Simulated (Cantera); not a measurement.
A freely propagating, adiabatic, planar premixed flame of H₂ : O₂ : N₂ = 1 : 0.556 : 2.09 (molar parts), unburnt at 598 K and 1.01 bar; mixture-averaged transport, grid criteria slope 0.08 and curve 0.16, no radiation.

Detailed kinetics in Cantera: the H2/O2 subset of GRI-Mech 3.0, which has no nitrogen chemistry. Burning velocities carry a grid error of a few per cent, more on coarse grids.

Question: What does this change do: N2 2.09 to 1.6 parts?

Answer: 
| quantity | before | after |
|---|---|---|
| laminar burning velocity | 685 cm/s | 859 cm/s |
| thermal thickness | 0.459 mm | 0.420 mm |
| peak x(H) | 0.0509 | 0.0652 |
| peak x(H₂O₂) | 1.61e-5 | 1.72e-5 |
| peak x(O) | 0.0144 | 0.0193 |

Question: What does this change do: N2 2.09 to 1.7 parts?

Answer: 
```
quantity                    before     after
------------------------  --------  --------
laminar burning velocity  685 cm/s  819 cm/s
thermal thickness         0.459 mm  0.429 mm
peak x(H)                   0.0509    0.0619
peak x(H₂O₂)               1.61e-5   1.69e-5
peak x(O)                   0.0144    0.0182
```
